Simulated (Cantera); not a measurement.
Charge: 1 mol Ti, 87 mol H2, held at 100000 Pa.

Cantera equilibrium calculation (NASA polynomials, part measured and part estimated; ideal gas, pure solids and liquids). Candidate condensed phases: Ti; 3 gas species. The numbers say what is thermodynamically allowed, not how fast it happens.

x: gas mole fraction; n: condensed amount in mol.

```tsv
T (K)	x H2	x H	x Ti	n Ti(α)	n Ti(β)	n Ti(l)
1000	1.00	2.27e-9	<1e-12	1.00	0	0
1100	1.00	2.59e-8	<1e-12	1.00	0	0
1200	1.00	1.97e-7	<1e-12	0	1.00	0
1300	1.000	1.11e-6	3.67e-12	0	1.00	0
1400	1.000	[?]	[?]	0	1.00	0
1500	1.000	[?]	[?]	0	1.00	0
1600	1.000	5.44e-5	1.07e-8	0	1.000	0
1700	1.000	0.000147	8.14e-8	0	1.000	0
1800	1.000	0.000358	4.89e-7	0	1.000	0
1900	0.999	0.000793	2.43e-6	0	1.000	0
2000	0.998	0.00162	9.93e-6	0	0	0.999
2100	0.997	0.00311	3.47e-5	0	0	0.997
2200	0.994	0.00562	0.000108	0	0	0.991
```

Q: Fill in the missing entries.

A: 
- 1500, x H: 1.76e-5
- 1500, x Ti: 1.08e-9
- 1400, x H: 4.86e-6
- 1400, x Ti: 7.72e-11
